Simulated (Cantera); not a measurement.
A closed system holds: 1 mol C₃H₆, 0.71 mol H₂O.

Equilibrium computed with Cantera from the NASA thermochemical tables; the gas is ideal and each condensed phase is pure. Candidate condensed phases: C, C₆H₆, C₇H₈, C₈H₁₈, H₂O; 110 gas species. The ideal-gas law is rough above about 30 bar. Kinetics and transport are ignored.

Stable condensed phases, one row left out:

```
T in K \ P in Pa
               10       40      160      630     2500    10000    40000   160000   630000  2500000 10000000
   2823         A        A        B        B        B        B        B        B        B        B        B
   2723         A        B        B        B        B        B        B        B        B        B        B
   2673         B        B        B        B        B        B        B        B        B        B        B
   2623         B        B        B        B        B        B        B        B        B        B        B
   2573         B        B        B        B        B        B        B        B        B        B        B
   2523         B        B        B        B        B        B        B        B        B        B        B
   2473         B        B        B        B        B        B        B        B        B        B        B
   2423         B        B        B        B        B        B        B        B        B        B        B
   2373         B        B        B        B        B        B        B        B        B        B        B
   2323         B        B        B        B        B        B        B        B        B        B        B
```

A: gas only; B: C.

Task: Give the row for 2773 K.

Result: 10: gas only; 40: C; 160: C; 630: C; 2500: C; 10000: C; 40000: C; 160000: C; 630000: C; 2500000: C; 10000000: C.
